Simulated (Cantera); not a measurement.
Input (Python, Cantera) and output of one run.

```python
import numpy as np
import cantera as ct

gas_names = """
    CL CL2 H HCL H2 Si SiCL SiCL2 SiCL3 SiCL4 SiH SiHCL3 SiH2 SiH2CL2 SiH3 SiH3CL SiH4 Si2 Si3
""".split()
cond_names = """
    Si(cr) Si(L)
""".split()


def load(file, names, dense=False):
    # The tables refer to 1 bar. Condensed volumes are neglected.
    table = {s.name: s for s in ct.Species.list_from_file(file)}
    out = []
    for n in names:
        d = dict(table[n].input_data)
        d["thermo"] = dict(d["thermo"], **{"reference-pressure": 1e5})
        if dense:
            d["equation-of-state"] = {"model": "constant-volume", "density": "1e6 g/cm^3"}
        out.append(ct.Species.from_dict(d))
    return out


gas = ct.Solution(thermo="ideal-gas", species=load("nasa_gas.yaml", gas_names))
cond = {s.name: ct.Solution(thermo="fixed-stoichiometry", species=[s], name=s.name)
        for s in load("nasa_condensed.yaml", cond_names, dense=True)}
atoms = {
    'Si': {'Si': 1},
    'H2': {'H': 2},
    'HCl': {'H': 1, 'CL': 1},
}
top_T = {}  # K; cautious upper limits of use, not melting points


def equilibrate(T, P, feed):
    n = {}
    for name, mol in feed.items():
        for a, k in atoms[name].items():
            n[a] = n.get(a, 0.0) + k * mol
    gas.TPX = T, P, n
    mass = sum(n.values()) * gas.mean_molecular_weight
    gas.equilibrate("TP")
    valid = [c for c in cond.values() if c.min_temp <= T <= top_T.get(c.name, c.max_temp)]
    mix = ct.Mixture([(gas, mass / gas.mean_molecular_weight)] + [(c, 0.0) for c in valid])
    mix.T, mix.P = T, P
    mix.equilibrate("TP", solver="vcs", rtol=1e-11, max_steps=5000)
    return mix


results = []
feed = {'Si': 1, 'H2': 1.4, 'HCl': 0.61}  # mol
T = 1125  # K
P = 100000  # Pa
mix = equilibrate(T, P, feed)
results.append((T, P, feed, dict(zip(mix.species_names, mix.species_moles))))
print(gas.report(threshold=0.001))
for i in range(1, mix.n_phases):
    print(f"{mix.phase(i).name:16s} {mix.phase_moles(i):12.5e} mol")
```

Output:

```
       temperature   1125 K
          pressure   1e+05 Pa
           density   0.17042 kg/m^3
  mean mol. weight   15.941 kg/kmol
   phase of matter   gas

                          1 kg             1 kmol
                     ---------------   ---------------
          enthalpy       -1.4317e+06       -2.2823e+07  J
   internal energy       -2.0185e+06       -3.2176e+07  J
           entropy             12509         1.994e+05  J/K
    Gibbs function       -1.5504e+07       -2.4715e+08  J
 heat capacity c_p            2321.9             37013  J/K
 heat capacity c_v            1800.3             28699  J/K

                      mass frac. Y      mole frac. X     chem. pot. / RT
                     ---------------   ---------------   ---------------
               HCL           0.05589          0.024438           -38.165
                H2           0.11245           0.88913           -17.924
             SiCL2         0.0088369         0.0014231           -62.319
             SiCL3          0.020101         0.0023835           -91.522
             SiCL4            0.5235          0.049122           -120.73
            SiHCL3           0.26377          0.031044           -100.48
           SiH2CL2          0.015254         0.0024075           -80.243
     [  +12 minor]        0.00020931          5.04e-05

Si(cr)            8.39710e-01 mol
```

Equilibrium computed with Cantera from the NASA thermochemical tables; the gas is ideal and each condensed phase is pure. The tables' values for SiCl3 are old estimates; treat these amounts as uncertain.
